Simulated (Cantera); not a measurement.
An adiabatic, constant-volume homogeneous reactor starts with CH4 : O2 : N2 = 1 : 1.43 : 5.37 (molar parts), equivalence ratio 1.4, at 1500 K and 9.77 atm.

Detailed kinetics in Cantera: GRI-Mech 3.0 (53 species, 325 reactions). Above 3000 K some thermodynamic fits are extrapolated.

Question: Predict: time of steepest temperature rise; temperature at 4.00 s; equilibrium temperature; x(O2) at 4.00 s; x(HO2) at 4.00 s; x(N2O) at 4.00 s; x(NO2) at 4.00 s; x(NO) at 4.00 s.

Answer: 
- time of steepest temperature rise: 0.203 ms
- temperature at 4.00 s: 3117 K
- equilibrium temperature: 3117 K
- x(O2) at 4.00 s: 0.00160 (gas-phase equilibrium 0.00160)
- x(HO2) at 4.00 s: 3.75e-6 (gas-phase equilibrium 3.75e-6)
- x(N2O) at 4.00 s: 1.03e-6 (gas-phase equilibrium 1.03e-6)
- x(NO2) at 4.00 s: 9.43e-7 (gas-phase equilibrium 9.43e-7)
- x(NO) at 4.00 s: 0.00428 (gas-phase equilibrium 0.00428)
